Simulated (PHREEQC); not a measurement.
Solution (20 °C): 0.0025 mol K3PO4 per kg of water. Closed to the air; pH follows from the charge balance.

All values are PHREEQC results (ion-association model, phreeqc.dat), not measurements.

```
quantity                   before    after
------------------------  -------  -------
pH                          11.44    10.54
ionic strength (mol/kgw)   0.0108  0.00101
H2PO4- (mol/kgw)          9.17e-8  1.06e-7
```

**Question.** Which change was made?
(A) K3PO4 from 0.0025 to 0.00125 mol/kgw
(B) K3PO4 from 0.0025 to 0.00025 mol/kgw
(C) K3PO4 replaced by H3PO4 at the same molality
(D) diluted 5-fold with water

**Answer.** B, K3PO4 from 0.0025 to 0.00025 mol/kgw

This is a speciation only: nothing precipitates in the calculation.
